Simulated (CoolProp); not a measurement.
A Linde-Hampson liquefier for carbon monoxide: isothermal reversible compression at 230 K from 1 atm to 30 MPa, throttling to 1 atm, return gas leaving the recuperator 5 K below the feed. Each further row changes one setting.

Values from CoolProp's reference Helmholtz-energy equation of state, Lemmon 2006. It is a short technical equation, of lower accuracy than the large ones.

| case | liquid yield per pass | compression work (kJ/kg of gas) |
|---|---|---|
| as stated | … | 376 |
| high pressure 60 MPa | 0.178 | … |
| warm-end temperature 260 K | … | … |
| warm-end gap 10 K | … | 376 |

Problem. Fill in the missing entries.

Solution. 
- as stated, liquid yield per pass: 0.194
- high pressure 60 MPa, compression work (kJ/kg of gas): 438
- warm-end temperature 260 K, liquid yield per pass: 0.140
- warm-end temperature 260 K, compression work (kJ/kg of gas): 434
- warm-end gap 10 K, liquid yield per pass: 0.182
